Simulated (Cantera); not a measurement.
## SiF4 + NH3 + H2 (silicon nitride deposition)

Feed: 1 mol SiF4, 0.12 mol NH3, 0.88 mol H2, held at 293 Torr.

Cantera equilibrium calculation (NASA polynomials, part measured and part estimated; ideal gas, pure solids and liquids). Candidate condensed phases: Si, Si3N4; 37 gas species. The tables' values for SiF3 are old estimates; treat these amounts as uncertain. The numbers say what is thermodynamically allowed, not how fast it happens.

```
T (°C)   x H2  x SiF4    x N2     x HF  x SiHF3    x SiF3
------  -----  ------  ------  -------  -------  --------
775     0.499   0.471  0.0283  0.00105  0.00102   2.75e-5
800     0.499   0.470  0.0283  0.00127  0.00122   4.48e-5
825     0.498   0.470  0.0283  0.00151  0.00144   7.13e-5
850     0.498   0.470  0.0283  0.00180  0.00168  0.000111
875     0.498   0.470  0.0283  0.00213  0.00195  0.000169
900     0.498   0.469  0.0283  0.00250  0.00224  0.000252
925     0.497   0.469  0.0283  0.00293  0.00255  0.000368
950     0.497   0.468  0.0283  0.00343  0.00288  0.000527
975     0.496   0.468  0.0283  0.00399  0.00322  0.000742
1000    0.496   0.467  0.0283  0.00463  0.00357   0.00103
1025    0.495   0.466  0.0283  0.00536  0.00393   0.00139
```
x: gas mole fraction; nothing condenses.

From 775 °C to 1025 °C nothing is condensed. The main Si-bearing gas is SiF4 throughout.
